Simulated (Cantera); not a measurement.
**Abatement and gas-phase synthesis: S + H2O + N2 + H2**

Charge: 1 mol S, 2.2 mol H2O, 15 mol N2, 0.12 mol H2, at 750 Torr.

Method: chemical equilibrium by Gibbs-energy minimisation in Cantera with the NASA 1993 tables (ideal gas, pure condensed phases). Candidate condensed phases: H2O, H2SO4, S; 35 gas species. The numbers say what is thermodynamically allowed, not how fast it happens.

```tsv
T (°C)	x N2	x H2O	x H2	x H	x SO	x SO2	x S2
1752	0.833	0.0822	0.0427	0.000398	0.00483	0.0174	0.0139
1827	0.832	0.0791	0.0457	0.000666	0.00623	0.0181	0.0127
1902	0.830	0.0760	0.0486	0.00108	0.00784	0.0187	0.0115
1977	0.829	0.0731	0.0511	0.00168	0.00961	0.0191	0.0102
2052	0.827	0.0702	0.0533	0.00254	0.0115	0.0194	0.00889
2127	0.825	0.0675	0.0552	0.00374	0.0135	0.0194	0.00758
2202	0.823	0.0649	0.0566	0.00535	0.0154	0.0193	0.00632
2277	0.821	0.0623	0.0576	0.00749	0.0173	0.0191	0.00515
2352	0.818	0.0598	0.0582	0.0102	0.0190	0.0187	0.00411
2427	0.815	0.0572	0.0582	0.0137	0.0206	0.0181	0.00323
2502	0.811	0.0545	0.0579	0.0180	0.0219	0.0174	0.00251
2577	0.806	0.0514	0.0571	0.0232	0.0231	0.0165	0.00196
2652	0.801	0.0478	0.0560	0.0295	0.0239	0.0154	0.00155
```
x: gas mole fraction; nothing condenses.

From 1752 °C to 2652 °C nothing is condensed.
